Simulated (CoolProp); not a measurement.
Model: reference Helmholtz-energy equation of state, Marx 1992, in CoolProp.

**Question.** Give the vapour pressure (MPa), liquid density (kg/m³), enthalpy of vaporisation (kJ/kg), liquid cp (kJ/(kg K)) of saturated R113 at 42.95, 90.65 °C.

**Answer.** 
```tsv
T (°C)	p (MPa)	liquid density (kg/m³)	enthalpy of vaporisation (kJ/kg)	liquid cp (kJ/(kg K))
42.95	0.0867	1520	146	0.936
90.65	0.348	1400	129	0.992
```
